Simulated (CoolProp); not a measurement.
Vapour-liquid equilibrium of dimethyl ether (1) + n-hexane (2) at 4.98 bar; x and y are mole fractions of (1).

Computed with CoolProp (multi-fluid Helmholtz-energy mixture model, Wu 2011 and Thol 2019; pair parameters Bell 2016).

```csv
x,bubble temperature (°C),y at the bubble point,dew temperature at overall composition x (°C),liquid density (mol/L)
0.05,111.7,0.336,127.4,6.737
0.125,89.0,…,123.6,7.293
0.2,72.2,0.790,119.6,7.804
0.275,60.2,0.865,115.4,…
0.35,51.5,0.907,110.9,8.768
0.425,44.9,0.932,…,9.255
0.5,39.8,0.949,100.7,9.762
0.575,35.7,0.961,94.8,10.30
0.65,32.2,…,88.1,10.88
0.725,29.1,0.978,80.3,11.52
0.8,26.3,0.984,…,12.22
0.875,23.6,0.990,58.4,13.01
0.95,21.0,0.996,39.5,…
```

Q: What belongs in the gaps?

A: 
- 0.125, y at the bubble point: 0.641
- 0.275, liquid density (mol/L): 8.289
- 0.425, dew temperature at overall composition x (°C): 106.0
- 0.65, y at the bubble point: 0.970
- 0.8, dew temperature at overall composition x (°C): 70.8
- 0.95, liquid density (mol/L): 13.90

No azeotrope shows between x = 0.05 and 0.95.

Pair parameters are fitted to limited data, so mixtures are less certain than the pure fluids. The gap from Raoult's law changes sign with composition, which may be real or a fault of the pair parameters; it wasn't checked against measurements.
